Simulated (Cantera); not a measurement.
An adiabatic, constant-volume homogeneous reactor starts with CH4 : H2 : O2 : N2 = 1 : 0.27 : 3.88 : 24.5 (molar parts), at 1573 K and 5.00 bar.

Model: GRI-Mech 3.0 (53 species, 325 reactions), integrated in Cantera.

x: mole fraction; the columns are a selection and need not sum to one.

| t (s) | T (K) | P (bar) | x CH4 | x H2 | x O2 | x CH2O | x NO |
|---|---|---|---|---|---|---|---|
| 6.00e-6 | 1573 | 5.00 | 0.0337 | 0.00911 | 0.131 | (withheld) | <1e-12 |
| 1.70e-5 | 1573 | 5.00 | 0.0337 | 0.00910 | 0.131 | (withheld) | <1e-12 |
| 4.82e-5 | 1580 | 5.02 | 0.0323 | 0.00893 | 0.130 | (withheld) | 3.69e-11 |
| 0.000136 | 2497 | 7.93 | <1e-12 | 0.000698 | 0.0582 | 4.30e-12 | 0.000189 |
| 0.000387 | 2500 | 7.94 | <1e-12 | 0.000646 | 0.0578 | 3.59e-12 | 0.000794 |
| 0.00110 | 2496 | 7.92 | <1e-12 | 0.000640 | 0.0571 | 3.51e-12 | 0.00234 |
| 0.00310 | 2488 | 7.90 | <1e-12 | 0.000626 | 0.0555 | 3.34e-12 | 0.00562 |
| 0.00879 | 2478 | 7.87 | <1e-12 | 0.000610 | 0.0535 | 3.14e-12 | 0.00970 |
| 0.0249 | 2474 | 7.85 | <1e-12 | 0.000604 | 0.0527 | 3.07e-12 | 0.0112 |
| 0.0706 | 2474 | 7.85 | <1e-12 | 0.000603 | 0.0527 | 3.06e-12 | 0.0113 |
| 0.200 | 2474 | 7.85 | <1e-12 | 0.000603 | 0.0527 | 3.06e-12 | 0.0113 |

### Question
Complete the blanks.

### Answer

- 6.00e-6, x CH2O: 5.24e-7
- 1.70e-5, x CH2O: 8.29e-6
- 4.82e-5, x CH2O: 0.000313
